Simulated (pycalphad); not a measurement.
Source of the numbers: pycalphad with the COST 507 light-alloy database (1999); pressure 1 atm. These are 1990s assessments: newer ones move some temperatures and phases. Kinetics are ignored, which matters at the lower temperatures.

Molar enthalpy of Ti-10.07Hf-6.99B (at.%) in equilibrium (SER reference):

| T (K) | H (kJ/mol) | phases |
|---|---|---|
| 2850 | 103.06 | liquid |
| 2700 | 96.30 | liquid |
| 2550 | 89.55 | liquid |
| 2400 | 82.80 | liquid |
| 2250 | 76.05 | liquid |
| 2100 | 69.31 | liquid |
| 1950 | 62.59 | liquid |
| 1900 | 60.35 | liquid |
| 1850 | 58.13 | liquid |
| 1800 | 38.72 | bcc + BM |
| 1750 | 36.97 | bcc + BM |
| 1650 | 33.57 | bcc + BM |
| 1500 | 28.68 | bcc + BM |
| 1350 | 23.99 | bcc + BM |
| 1200 | 19.48 | bcc + BM |
| 1050 | 11.38 | hcp + BM |
| 900 | 6.58 | hcp + BM |
| 750 | 1.99 | hcp + BM |
| 600 | -2.38 | hcp + BM |

Cooling from 1850 K to 1800 K, across the freezing range, releases 19.4 kJ/mol, or 332 J/g. The slope is 45 J/(mol K) in the liquid and 35 J/(mol K) just below the solidus, where it includes any heat of precipitation. Liquidus 1820 K, solidus 1818 K. Changes were sought between steps of 50 K, so a narrower field can be missed.

Database names, with the compositions (at.%) that they take in these runs: BM: Ti 49 B 50 Hf 0.
